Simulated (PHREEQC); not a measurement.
# Acid rinse or clean

Solution (25 °C): 14 mmol/kgw H2SO4. Closed to the air; pH follows from the charge balance.

Equilibrium calculation in PHREEQC: ion-association model, phreeqc.dat.

```yaml
pH: 1.74
ionic_strength: 0.0272 mol/kgw
specific_conductance: 7650 µS/cm
total_alkalinity: -28.0 meq/kg
```

| species | molality | activity | log γ |
|---|---|---|---|
| H+ | 0.0206 | 0.0181 | -0.057 |
| HSO4- | 0.00738 | 0.00631 | -0.068 |
| SO4-2 | 0.00662 | 0.00359 | -0.266 |

No solid was allowed to form. Complexes and solids missing from the database can't appear.
